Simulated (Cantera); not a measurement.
Input: 1 mol SiH2Cl2, 0.061 mol O3, 39 mol H2, equilibrated at 0.133 bar.

Cantera equilibrium calculation (NASA polynomials, part measured and part estimated; ideal gas, pure solids and liquids). Candidate condensed phases: H2O, Si, SiO2; 30 gas species. Mutual solubility and eutectic melting of coexisting phases are not modelled. The tables' values for SiCl3 are old estimates; treat these amounts as uncertain. The tables hold silica as quartz up to 1696 K and as liquid above; real silica turns to tridymite and cristobalite and melts near 1996 K. The numbers say what is thermodynamically allowed, not how fast it happens. All values below are at 1423 K.

Base state: H2 0.956, HCl 0.0381, SiCl2 0.00457, SiO 0.000884, SiCl3 0.000273, SiHCl3 0.000126, SiCl4 6.46e-5, SiH2Cl2 3.74e-5 (mole fractions); condensed: Si(s) + SiO2(β-quartz).

Question: What changes in the equilibrium state with this change: pressure from 0.133 bar to 30.0 Pa?

Answer: 
```csv
species,before,after
H2,0.956,0.951
HCl,0.0381,0.0389
SiCl2,0.00457,0.00479
SiO,0.000884,0.00444
SiH2Cl2,3.74e-5,8.79e-8
SiHCl3,0.000126,3.04e-7
SiCl4,6.46e-5,1.60e-7
Cl,5.80e-7,1.25e-5
H,1.78e-5,0.000374
"Si(s), mol",0.682,0.618
"SiO2(β-quartz), mol",0.0733,0
```

Question: What changes in the equilibrium state with this change: pressure from 0.133 bar to 10.0 mbar?

Answer: 
```tsv
species	before	after
H2	0.956	0.952
HCl	0.0381	0.0388
SiCl2	0.00457	0.00475
SiO	0.000884	0.00444
SiH2Cl2	3.74e-5	2.91e-6
SiHCl3	0.000126	1.00e-5
SiCl4	6.46e-5	5.25e-6
H	1.78e-5	6.48e-5
SiCl3	0.000273	7.94e-5
Si(s), mol	0.682	0.617
SiO2(β-quartz), mol	0.0733	0
```
